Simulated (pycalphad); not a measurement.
All values are pycalphad results on the COST 507 light-alloy database (1999) (1 atm), not direct measurements. The database dates from 1999; later assessments differ in places, in temperatures and in the compounds included. Not assessed as a whole: an extrapolation from subsystems, which can miss ternary compounds. Amounts are mole fractions of atoms. Kinetics are ignored, which matters at the lower temperatures.

Task: Give the equilibrium state of Ti-1.014V-0.5474Si (wt.%) at 930 K.

Result: HCP_A3, fraction 0.979, with 1.0 V, 0.25 Si wt.%; SITI3, fraction 0.021, with no V, 16.4 Si wt.%.

Task: Give the equilibrium state of Ti-1.014V-0.5474Si (wt.%) at 570 K.

Result: HCP_A3, fraction 0.967, with 0.45 V, 0.15 Si wt.%; SITI3, fraction 0.027, with no V, 16.4 Si wt.%; BCC_A2, fraction 0.006, with 87.3 V, <0.01 Si wt.%.

Database names, with the compositions (at.%) that they take in these runs: SITI3: Ti 75 Si 25. BCC_A2 is bcc; HCP_A3 is hcp. An entry "none" or "no" means that the model of the phase leaves that element out.
